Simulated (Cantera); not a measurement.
Cantera run:

```python
import numpy as np
import cantera as ct

gas_names = """
    CL O2
""".split()
cond_names = """
    SrO(s) SrO(L) SrCL2(a) SrCL2(b) SrCL2(L)
""".split()


# ... load() reads the species with a 1 bar reference pressure and builds the phases ...
species = {s.name: s for s in load("nasa_gas.yaml", gas_names) + load("nasa_condensed.yaml", cond_names)}
# Each term lists the table entries of one substance; the one whose range holds T is used.
reactions = {
    '2 SrO + 4 Cl(g) = 2 SrCl2 + O2(g)':
        [(-2, ['SrO(s)', 'SrO(L)']), (-4, ['CL']), (2, ['SrCL2(a)', 'SrCL2(b)', 'SrCL2(L)']), (1, ['O2'])],
}


def pick(names, T):
    return next(species[n] for n in names if species[n].thermo.min_temp <= T <= species[n].thermo.max_temp)


results = []
for label, terms in reactions.items():
    print(label)
    print("     T/K   dH/kJ  dS/(J/K)   dG/kJ   log10 K")
    for T in [300, 998, 1148, 1298, 1448, 1598, 1748, 1898, 2048]:
        used = [(nu, pick(names, T)) for nu, names in terms]
        dH = sum(nu * s.thermo.h(T) for nu, s in used) / 1e6
        dS = sum(nu * s.thermo.s(T) for nu, s in used) / 1e3
        dG = dH - T * dS / 1e3
        logK = -dG * 1e6 / (ct.gas_constant * T * np.log(10))
        results.append((label, T, dH, dS, dG, logK, [s.name for _, s in used]))
        print(f"{T:8g} {dH:8.1f} {dS:8.1f} {dG:8.1f} {logK:8.2f}")
```

It prints:

```
2 SrO + 4 Cl(g) = 2 SrCl2 + O2(g)
     T/K   dH/kJ  dS/(J/K)   dG/kJ   log10 K
     300   -958.8   -337.0   -857.7   149.34
     998   -950.6   -326.8   -624.5    32.68
    1148   -894.4   -275.5   -578.1    26.30
    1298   -888.2   -270.5   -537.1    21.62
    1448   -882.1   -266.0   -496.9    17.93
    1598   -876.3   -262.2   -457.3    14.95
    1748   -870.6   -258.8   -418.2    12.50
    1898   -865.0   -255.7   -379.7    10.45
    2048   -859.7   -253.0   -341.5     8.71
```

Source: NASA polynomial tables (part measured, part estimated), evaluated in Cantera. Condensed species are held in their standard states even where they would react or evaporate.
